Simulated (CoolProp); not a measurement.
A simple Rankine cycle with hexamethyldisiloxane (MM): condensing at 325.15 K, boiler at 0.903 MPa, turbine inlet 474 K, turbine efficiency 0.8, pump efficiency 0.7, no recuperator. Each further row changes one setting.

Model: reference Helmholtz-energy equation of state, Thol 2016, in CoolProp.

```tsv
case	thermal efficiency (%)	net work (kJ/kg)	heat in (kJ/kg)	turbine exit temperature (K)	volume ratio over the turbine
as stated	13.9	62.8	451	426.1	60.3
turbine inlet 494 K	13.5	…	495	447.6	56.1
condensing temperature 317.15 K	…	68.5	…	…	84.0
boiler pressure 0.632 MPa	…	59.5	462	433.8	…
turbine efficiency 0.7	12.1	54.7	451	430.5	60.9
```

Some entries are withheld; supply them.


- turbine inlet 494 K, net work (kJ/kg): 66.9
- condensing temperature 317.15 K, thermal efficiency (%): 14.7
- condensing temperature 317.15 K, heat in (kJ/kg): 467
- condensing temperature 317.15 K, turbine exit temperature (K): 422.9
- boiler pressure 0.632 MPa, thermal efficiency (%): 12.9
- boiler pressure 0.632 MPa, volume ratio over the turbine: 37.1
